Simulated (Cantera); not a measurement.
Standard-state values (1 bar) from the NASA 1993 polynomials, evaluated with Cantera. Values are per mole of reaction as written; species without (g) are pure solids or liquids, kept so even where they would boil at 1 bar.

2 N(g) + SO2(g) → S + 2 NO(g)

| T (K) | ΔH° (kJ) | ΔS° (J/K) | ΔG° (kJ) | log10 K |
|---|---|---|---|---|
| 498 | [?] | [?] | [?] | [?] |
| 548 | [?] | [?] | [?] | [?] |
| 598 | -461.4 | -90.5 | -407.2 | 35.57 |
| 648 | -461.1 | -90.1 | -402.7 | 32.46 |
| 698 | [?] | [?] | [?] | [?] |
| 748 | [?] | [?] | [?] | [?] |

What belongs in the gaps?


- 498, ΔH° (kJ): -462.5
- 498, ΔS° (J/K): -92.6
- 498, ΔG° (kJ): -416.4
- 498, log10 K: 43.67
- 548, ΔH° (kJ): -461.8
- 548, ΔS° (J/K): -91.4
- 548, ΔG° (kJ): -411.8
- 548, log10 K: 39.25
- 698, ΔH° (kJ): -460.9
- 698, ΔS° (J/K): -89.8
- 698, ΔG° (kJ): -398.2
- 698, log10 K: 29.80
- 748, ΔH° (kJ): -460.8
- 748, ΔS° (J/K): -89.7
- 748, ΔG° (kJ): -393.7
- 748, log10 K: 27.49
